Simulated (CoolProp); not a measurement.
Vapour-liquid equilibrium of cyclohexane (1) + dimethyl carbonate (2) at 386 K; x and y are mole fractions of (1).

Values from CoolProp's multi-fluid Helmholtz-energy mixture model, Zhou 2014 and Zhou 2011; pair parameters Bell 2016.

Give the bubble pressure and the first vapour's composition at x = 0.575, 0.725, 0.875. Is there an azeotrope?

x = 0.575: 0.3056 MPa, y = 0.583; x = 0.725: 0.3020 MPa, y = 0.653; x = 0.875: 0.2839 MPa, y = 0.773. y crosses x between x = 0.575 and 0.65: the model has an azeotrope there.

Pair parameters are fitted to limited data, so mixtures are less certain than the pure fluids.
